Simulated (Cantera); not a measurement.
**Hydrogen reduction and annealing atmospheres: FeS2 + H2 + N2**

Input: 1 mol FeS2, 230 mol H2, 1.5 mol N2, equilibrated at 10.0 Torr.

These are equilibrium values from Cantera (NASA tables, ideal gas, pure condensed phases), not measurements of a reactor. Candidate condensed phases: Fe, FeS, FeS2, S; 16 gas species. Rates play no part.

From 1425 K to 1625 K the condensed part is Fe(γ). From 1675 K to 1775 K the condensed part is Fe(δ). The main Fe-bearing gas is Fe throughout. The share of Fe in condensed phases is highest at 1425 K (100.0 %) and lowest at 1775 K (64.4 %).

```csv
T (K),x H2,x H2S,x N2,x H,x Fe,x SH,n Fe(γ),n Fe(δ)
1425,0.985,0.00812,0.00648,5.86e-5,2.10e-6,0.000158,1.000,0
1475,0.985,0.00783,0.00648,0.000111,6.55e-6,0.000243,0.998,0
1525,0.985,0.00744,0.00647,0.000203,1.90e-5,0.000360,0.996,0
1575,0.985,0.00697,0.00647,0.000357,5.12e-5,0.000509,0.988,0
1625,0.985,0.00642,0.00647,0.000606,0.000130,0.000691,0.970,0
1675,0.985,0.00583,0.00646,0.000998,0.000311,0.000903,0,0.928
1725,0.984,0.00522,0.00646,0.00160,0.000707,0.00114,0,0.836
1775,0.982,0.00462,0.00645,0.00248,0.00153,0.00140,0,0.644
```
x: gas mole fraction; n: condensed amount in mol.
